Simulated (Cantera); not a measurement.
A Cantera script and its output.

```python
import numpy as np
import cantera as ct

surf = ct.Interface("diamond.yaml", "diamond_100")
gas, bulk = surf.adjacent["gas"], surf.adjacent["diamond"]
k = surf.kinetics_species_index(bulk.species_names[0])
cover = ["c6HH", "c6H*", "c6*H", "c6**", "c6HM", "c6B"]

rows, drift = [], 0.0
print(f"{'T':>10s}{'um/h':>11s}" + "".join(f"{s:>11s}" for s in cover))
for v in [900, 975, 1050, 1125, 1200, 1275, 1350]:
    T, P, xH, xCH3 = v, 1100, 0.024, 0.00074
    gas.TPX = T, P, {"H": xH, "CH3": xCH3, "CH4": 0.0028, "H2": 1 - xH - xCH3 - 0.0028}
    surf.TP = bulk.TP = T, P
    surf.coverages = "c6H*:0.1, c6HH:0.9"
    surf.advance_coverages(100.0)
    before = surf.coverages
    surf.advance_coverages(100.0)
    drift = max(drift, np.max(np.abs(surf.coverages - before) / (surf.coverages + 1e-9)))
    rate = surf.net_production_rates[k] * bulk.mean_molecular_weight / bulk.density * 3.6e9
    rows.append([rate, *surf[cover].coverages])
    print(f"{v:10.4g}{rate:11.4e}" + "".join(f"{x:11.3e}" for x in rows[-1][1:]))
```

Output:

```
         T       um/h       c6HH       c6H*       c6*H       c6**       c6HM        c6B
       900 2.4704e+00  6.704e-01  1.018e-02  2.838e-01  4.238e-03  2.519e-02  6.704e-09
       975 3.6779e+00  6.051e-01  1.583e-02  3.472e-01  7.920e-03  1.791e-02  9.980e-09
      1050 4.7217e+00  5.430e-01  2.259e-02  4.035e-01  1.339e-02  1.210e-02  1.281e-08
      1125 4.5139e+00  4.869e-01  3.023e-02  4.517e-01  2.091e-02  6.461e-03  1.225e-08
      1200 2.9696e+00  4.364e-01  3.838e-02  4.905e-01  3.056e-02  2.276e-03  8.058e-09
      1275 1.9725e+00  3.908e-01  4.659e-02  5.189e-01  4.218e-02  6.095e-04  5.353e-09
      1350 1.8197e+00  3.507e-01  5.464e-02  5.383e-01  5.556e-02  1.539e-04  4.938e-09
```

Model: the Harris–Goodwin 1993 mechanism for the reconstructed diamond (100) surface, integrated in Cantera.
